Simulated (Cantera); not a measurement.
A perfectly stirred reactor is fed with 21.7 % NH3, 78.3 % H2, at 645 Torr; it is held at 1625 K, and followed from long to short residence time.

Detailed kinetics in Cantera: the gas-phase N/H chemistry of the illustrative SiF4/NH3 mechanism in the Surface Chemkin manual (1991). Walls and surfaces, which speed up NH3 decomposition in real reactors, are not modelled.

Task: Predict: x(NH3) at τ = 2.10 s; x(H2) at τ = 2.10 s; x(NH) at τ = 2.10 s; x(N2H4) at τ = 2.10 s; x(NH2) at τ = 2.10 s; x(NH3) at τ = 47.0 ms; x(H2) at τ = 47.0 ms; x(NH) at τ = 47.0 ms; x(N2H4) at τ = 47.0 ms; x(NH2) at τ = 47.0 ms.

Result: 
```
Item                     Result
----------------------  -------
x(NH3) at τ = 2.10 s      0.193
x(H2) at τ = 2.10 s       0.797
x(NH) at τ = 2.10 s     1.47e-7
x(N2H4) at τ = 2.10 s   1.73e-8
x(NH2) at τ = 2.10 s    3.14e-5
x(NH3) at τ = 47.0 ms     0.217
x(H2) at τ = 47.0 ms      0.783
x(NH) at τ = 47.0 ms    1.50e-7
x(N2H4) at τ = 47.0 ms  1.99e-8
x(NH2) at τ = 47.0 ms   3.37e-5
```
